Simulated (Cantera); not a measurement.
A closed system holds: 1 mol SiC, 2.6 mol O₂, 390 mol H₂, held at 1777 °C and 45.0 Pa.

Equilibrium computed with Cantera from the NASA thermochemical tables; the gas is ideal and each condensed phase is pure. Candidate condensed phases: C, C₆H₆, C₇H₈, C₈H₁₈, H₂O, Si, SiC, SiO₂; 123 gas species. Kinetics and transport are ignored.

Base state: H₂ 0.887, H 0.101, H₂O 0.00764, SiO 0.00242, CO 0.00242, OH 9.49e-5 (mole fractions); condensed: gas only.

Q: What changes in the equilibrium state with this change: SiC replaced by Si?

A: 
```json
[
 {"species": "H₂", "before": "0.887", "after": "0.887"},
 {"species": "H", "before": "0.101", "after": "0.101"},
 {"species": "H₂O", "before": "0.00764", "after": "0.0101"},
 {"species": "CO", "before": "0.00242", "after": "0"},
 {"species": "SiO", "before": "0.00242", "after": "0.00243"},
 {"species": "O", "before": "7.78e-6", "after": "1.02e-5"},
 {"species": "OH", "before": "9.49e-5", "after": "0.000125"}
]
```
